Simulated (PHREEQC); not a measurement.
A made-up water analysis in mg/kgw, 75 °C, pH 3.83, pe 12.5:

```json
[
 {"constituent": "Na", "mg/kgw": "49.6"},
 {"constituent": "K", "mg/kgw": "1.69"},
 {"constituent": "Ca", "mg/kgw": "69.3"},
 {"constituent": "Mg", "mg/kgw": "16.6"},
 {"constituent": "Cl", "mg/kgw": "84.6"},
 {"constituent": "S(6) as SO4", "mg/kgw": "389"},
 {"constituent": "Mn(2)", "mg/kgw": "0.218"},
 {"constituent": "Fe(3)", "mg/kgw": "74.6"},
 {"constituent": "B", "mg/kgw": "2.03"}
]
```

Valence states are taken as typed.

The numbers come from PHREEQC with the ion-association model, phreeqc.dat.

Each row changes one thing in this solution. Precipitation was switched off in this run.

| case | ionic strength (mol/kgw) | Fe(OH)2+ (mol/kgw) | Mg+2 (mol/kgw) | MgSO4 (mol/kgw) | FeOH+2 (mol/kgw) | HSO4- (mol/kgw) | SI of Gypsum (CaSO4:2H2O) | SI of Jarosite-K (KFe3(SO4)2(OH)6) |
|---|---|---|---|---|---|---|---|---|
| as made | 0.0132 | 0.00117 | 0.000371 | 0.000312 | 0.000150 | 0.000113 | -1.08 | +5.30 |
| temperature from 75 to 40 °C at the same typed pH | 0.0140 | 0.000905 | 0.000475 | 0.000208 | 0.000337 | 4.75e-5 | -1.15 | +6.44 |
| K from 1.69 to 0.845 mg/kgw | 0.0131 | 0.00117 | 0.000371 | 0.000312 | 0.000150 | 0.000113 | -1.08 | … |
| Mg from 16.6 to 33.2 mg/kgw | 0.0135 | 0.00117 | … | 0.000593 | 0.000151 | … | -1.11 | +5.22 |

Q: Fill in the missing entries.

A: 
- K from 1.69 to 0.845 mg/kgw, SI of Jarosite-K (KFe3(SO4)2(OH)6): +4.99
- Mg from 16.6 to 33.2 mg/kgw, Mg+2 (mol/kgw): 0.000773
- Mg from 16.6 to 33.2 mg/kgw, HSO4- (mol/kgw): 0.000104

Some of these states are supersaturated (in Jarosite-K, Hematite (slow to form), for instance). At this temperature some constants are extrapolated from 25 °C, and those without enthalpy data are left unchanged.
